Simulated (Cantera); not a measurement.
**Gas-phase reforming**

An isothermal, constant-pressure homogeneous reactor starts with 32.2 % CH₄, 54.7 % CO₂, 13.2 % H₂, at 1375 K and 5.00 bar.

Model: GRI-Mech 3.0 (53 species, 325 reactions), integrated in Cantera.

| t (s) | x CH₄ | x CO₂ | x H₂ | x H₂O₂ | x O | x HCO |
|---|---|---|---|---|---|---|
| 3.00e-6 | 0.322 | 0.547 | 0.132 | <1e-12 | <1e-12 | <1e-12 |
| 9.53e-6 | 0.322 | 0.547 | 0.132 | <1e-12 | <1e-12 | <1e-12 |
| 3.03e-5 | 0.322 | 0.547 | 0.132 | <1e-12 | <1e-12 | <1e-12 |
| 9.62e-5 | 0.322 | 0.547 | 0.132 | <1e-12 | <1e-12 | <1e-12 |
| 0.000306 | 0.322 | 0.547 | 0.132 | <1e-12 | <1e-12 | <1e-12 |
| 0.000972 | 0.321 | 0.547 | 0.132 | <1e-12 | <1e-12 | <1e-12 |
| 0.00309 | 0.321 | 0.546 | 0.132 | <1e-12 | <1e-12 | 2.01e-12 |
| 0.00981 | 0.321 | 0.546 | 0.131 | <1e-12 | <1e-12 | 5.64e-12 |
| 0.0312 | 0.320 | 0.544 | 0.131 | <1e-12 | <1e-12 | 1.38e-11 |
| 0.0990 | 0.316 | 0.537 | 0.129 | <1e-12 | <1e-12 | 3.69e-11 |
| 0.315 | 0.303 | 0.515 | 0.123 | <1e-12 | <1e-12 | 1.08e-10 |
| 1.00 | 0.267 | 0.453 | 0.109 | <1e-12 | <1e-12 | 3.11e-10 |
x: mole fraction; the columns are a selection and need not sum to one.

Equilibrium at this temperature and pressure: CH₄ 0.000178, CO₂ 0.0514, H₂ 0.386, H₂O₂ <1e-12, O <1e-12, HCO 6.34e-9 (gas phase only).
